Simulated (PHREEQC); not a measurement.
Make-up at 25 °C: 0.32 mol HF and 0.011 mol NH4HF2 per kg of water. Closed to the air; pH follows from the charge balance.

All values are PHREEQC results (ion-association model, wateq4f.dat), not measurements.

```
Item                      Result
----------------  --------------
pH                          2.01
ionic strength    0.0219 mol/kgw
total alkalinity     -331 meq/kg
```

```csv
species,molality,activity,log γ
HF,0.166,0.167,0.002
H2F2,0.0725,0.0729,0.002
F-,0.0134,0.0115,-0.065
NH4+,0.0110,0.00953,-0.062
H+,0.0109,0.00969,-0.053
HF2-,0.00857,0.00739,-0.065
```

This is a speciation only: nothing precipitates in the calculation. wateq4f.dat counts part of the HF as a dimer, H2F2, which phreeqc.dat doesn't know; its constant is uncertain.
